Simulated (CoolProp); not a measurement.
Vapour-liquid equilibrium of R125 (1) + fluoroethane (R161) (2) at 0.0427 MPa; x and y are mole fractions of (1).

Model: multi-fluid Helmholtz-energy mixture model, Lemmon 2005 and Wu 2012; pair parameters Bell 2016, in CoolProp.

```json
[
 {"x": "0.05", "bubble temperature, mixture model (K)": "217.9", "bubble temperature, Raoult's law (K)": "217.7", "y, mixture model": "0.073", "y, Raoult's law": "0.082"},
 {"x": "0.125", "bubble temperature, mixture model (K)": "217.1", "bubble temperature, Raoult's law (K)": "216.9", "y, mixture model": "0.188", "y, Raoult's law": "0.195"},
 {"x": "0.2", "bubble temperature, mixture model (K)": "216.2", "bubble temperature, Raoult's law (K)": "216.0", "y, mixture model": "0.301", "y, Raoult's law": "0.298"},
 {"x": "0.275", "bubble temperature, mixture model (K)": "215.2", "bubble temperature, Raoult's law (K)": "215.2", "y, mixture model": "0.406", "y, Raoult's law": "0.392"},
 {"x": "0.35", "bubble temperature, mixture model (K)": "214.2", "bubble temperature, Raoult's law (K)": "214.4", "y, mixture model": "0.501", "y, Raoult's law": "0.478"},
 {"x": "0.425", "bubble temperature, mixture model (K)": "213.3", "bubble temperature, Raoult's law (K)": "213.7", "y, mixture model": "0.584", "y, Raoult's law": "0.557"},
 {"x": "0.5", "bubble temperature, mixture model (K)": "212.4", "bubble temperature, Raoult's law (K)": "213.0", "y, mixture model": "0.655", "y, Raoult's law": "0.630"},
 {"x": "0.575", "bubble temperature, mixture model (K)": "211.7", "bubble temperature, Raoult's law (K)": "212.3", "y, mixture model": "0.717", "y, Raoult's law": "0.698"},
 {"x": "0.65", "bubble temperature, mixture model (K)": "211.0", "bubble temperature, Raoult's law (K)": "211.7", "y, mixture model": "0.771", "y, Raoult's law": "0.761"},
 {"x": "0.725", "bubble temperature, mixture model (K)": "210.4", "bubble temperature, Raoult's law (K)": "211.0", "y, mixture model": "0.820", "y, Raoult's law": "0.819"},
 {"x": "0.8", "bubble temperature, mixture model (K)": "209.9", "bubble temperature, Raoult's law (K)": "210.4", "y, mixture model": "0.866", "y, Raoult's law": "0.873"},
 {"x": "0.875", "bubble temperature, mixture model (K)": "209.5", "bubble temperature, Raoult's law (K)": "209.9", "y, mixture model": "0.913", "y, Raoult's law": "0.923"},
 {"x": "0.95", "bubble temperature, mixture model (K)": "209.1", "bubble temperature, Raoult's law (K)": "209.3", "y, mixture model": "0.962", "y, Raoult's law": "0.970"}
]
```

The largest gap from Raoult's law is -0.7 K in bubble temperature, at x = 0.65. No azeotrope shows between x = 0.05 and 0.95.

The pair parameters rest on a limited set of measurements; away from them the model extrapolates. The gap from Raoult's law changes sign with composition, which may be real or a fault of the pair parameters; it wasn't checked against measurements.
